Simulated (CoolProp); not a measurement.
The fluid at 433.83 K and 0.113 MPa expands adiabatically to 0.0217 MPa with isentropic efficiency 0.85. The same conditions are run with several fluids, on thermodynamics alone (safety and materials aside).

Values from CoolProp's reference Helmholtz-energy equation of state of each fluid (R124: de Vries 1995; R142b: Lemmon 2006; dimethyl ether: Wu 2011; neopentane: Lemmon 2006; chlorine: Thol 2021).

```
fluid           work (kJ/kg)  final temperature (K)  final density (kg/m³)
--------------  ------------  ---------------------  ---------------------
R124                    34.9                  393.6                  0.907
R142b                   46.8                  386.5                  0.680
dimethyl ether           101                  375.6                  0.321
neopentane              66.8                  403.4                  0.468
chlorine                58.8                  313.7                  0.591
```
